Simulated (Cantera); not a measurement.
Charge: 1 mol SiC, 0.008 mol H2O, 17 mol H2, equilibrated at 1.00 Torr.

Points: T (K) = 1948, 1973, 1998, 2023, 2048, 2073, 2098.

Cantera's Mixture.equilibrate('TP', solver="vcs", rtol=1e-11, max_steps=5000) on the NASA tables stopped like this:

```
ERROR: FAILURE its = 5001!

*******************************************************************************
CanteraError thrown by MultiPhase::equilibrate:
VCS solver failed. Return code: -1
*******************************************************************************
```

Task: What got this run through?

Result: Several could match; the one computed here: The failure is numerical, not chemical. The same input converged with solver="gibbs", rtol=1e-10, max_steps=50000, and the result passed a check of the equilibrium conditions:
```
log10 of partial pressures in bar; condensed amounts in mol
       T/K        H2         H        Si C2H2,acet     C(gr)    SiC(b)
      1948    -2.889    -4.392    -5.864    -6.390         0    0.9805
      1973    -2.892    -4.316    -5.745    -6.206         0     0.974
      1998    -2.896    -4.243    -5.623    -6.041         0     0.965
      2023    -2.900    -4.171    -5.469    -5.949  0.007558    0.9494
      2048    -2.904    -4.102    -5.307    -5.884   0.02308    0.9255
      2073    -2.910    -4.035    -5.149    -5.821   0.04652     0.891
      2098    -2.916    -3.970    -4.995    -5.762   0.08115    0.8415
```

The gas is ideal and each condensed phase is pure. Gases not in the tables: Si2H6 and higher silanes.
